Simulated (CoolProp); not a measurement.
A single-stage vapour-compression cycle with CH3F (R41): evaporating at 255.15 K (dew point), condensing at 285.15 K (bubble point), superheat 0 K, subcooling 8 K, compressor efficiency 0.75, no pressure losses. Each further row changes one setting.

Values from CoolProp's reference Helmholtz-energy equation of state, Lemmon 2006. It is a short technical equation, of lower accuracy than the large ones.

```tsv
case	cooling COP	pressure ratio	discharge temperature (K)	refrigerating effect (kJ/kg)	volumetric capacity (kJ/m³)
as stated	5.42	2.30	319.1	326	7930
evaporating temperature 260.15 K	6.77	1.98	312.2	326	9290
condensing temperature 280.15 K	6.73	2.03	308.5	339	8240
subcooling 13 K	5.64	2.30	319.1	339	8250
superheat 10 K	5.27	2.30	332.6	343	7720
compressor efficiency 0.65	4.70	2.30	324.7	326	7930
```
